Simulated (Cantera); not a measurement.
Feed: 1 mol SiH2Cl2, 0.0067 mol C3H8, 81 mol H2, equilibrated at 0.900 bar.

Method: chemical equilibrium by Gibbs-energy minimisation in Cantera with the NASA 1993 tables (ideal gas, pure condensed phases). Candidate condensed phases: C, C6H6, C7H8, C8H18, Si, SiC; 109 gas species. Mutual solubility and eutectic melting of coexisting phases are not modelled. The tables' values for SiCl3 are old estimates; treat these amounts as uncertain. Kinetics and transport are ignored. All values below are at 1273 K.

Base state: H2 0.980, HCl 0.0179, SiCl2 0.000848, SiHCl3 0.000712, SiCl4 0.000326, SiH2Cl2 0.000215, SiCl3 0.000205, CH4 2.08e-5 (mole fractions); condensed: Si(s) + SiC(s).

Task: What changes in the equilibrium state with this change: H2 from 81 to 46 mol?

Result: 
| species | before | after |
|---|---|---|
| H2 | 0.980 | 0.969 |
| HCl | 0.0179 | 0.0250 |
| SiHCl3 | 0.000712 | 0.00195 |
| SiCl4 | 0.000326 | 0.00126 |
| SiCl3 | 0.000205 | 0.000567 |
| SiCl2 | 0.000848 | 0.00167 |
| SiH2Cl2 | 0.000215 | 0.000419 |
| SiH3Cl | 1.82e-5 | 2.51e-5 |
| Si(s), mol | 0.789 | 0.699 |
| SiC(s), mol | 0.0184 | 0.0191 |
